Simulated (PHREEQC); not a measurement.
# Copper plating or etch bath: an equilibrium model

A solution holds 0.03 mol/kgw Cu(BF4)2, 0.0018 mol/kgw H2SO4 and 3e-05 mol/kgw H3BO3, at 87 °C. Closed to the air; pH follows from the charge balance.

Model: ion-association model, wateq4f.dat, run in PHREEQC.

No solid was allowed to form.

Estimate the pH, ionic strength.

pH 2.65; ionic strength 0.0899 mol/kgw.

In which forms is Cu present?

Cu+2 95 %, CuSO4 2.5 %, CuF+ 2.3 % of the Cu.

At this temperature some constants are extrapolated from 25 °C, and those without enthalpy data are left unchanged. Real BF4- forms and hydrolyses slowly; the run takes it at equilibrium.
